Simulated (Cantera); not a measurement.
An adiabatic, constant-volume homogeneous reactor starts with C3H8 : O2 : N2 = 1 : 8.2 : 30.8 (molar parts), at 1625 K and 9.87 atm. Integrator tolerance rtol = 1e-08.

Model: GRI-Mech 3.0 (53 species, 325 reactions), integrated in Cantera. GRI-Mech 3.0 was tuned for natural gas; its chemistry of propane as a main component is partial and can be far from experiment.

Problem. What does this change do: 0.93 parts H2 added?

Solution. 
| quantity | before | after |
|---|---|---|
| time of steepest temperature rise | 5.93 µs | 4.94 µs |
| temperature at 0.200 s | 2907 K | 2974 K |
| equilibrium temperature | 2907 K | 2974 K |
| x(C3H8) at 0.200 s | <1e-12 (gas-phase equilibrium <1e-12) | <1e-12 (gas-phase equilibrium <1e-12) |
| x(O2) at 0.200 s | 0.0670 (gas-phase equilibrium 0.0670) | 0.0566 (gas-phase equilibrium 0.0566) |
| x(NO2) at 0.200 s | 3.49e-5 (gas-phase equilibrium 3.49e-5) | 3.05e-5 (gas-phase equilibrium 3.05e-5) |
| x(CH2O) at 0.200 s | 2.37e-10 (gas-phase equilibrium 2.37e-10) | 5.05e-10 (gas-phase equilibrium 5.05e-10) |
| x(CO) at 0.200 s | 0.0126 (gas-phase equilibrium 0.0126) | 0.0161 (gas-phase equilibrium 0.0161) |
| x(CO2) at 0.200 s | 0.0595 (gas-phase equilibrium 0.0595) | 0.0549 (gas-phase equilibrium 0.0549) |
Above 3000 K some thermodynamic fits are extrapolated.
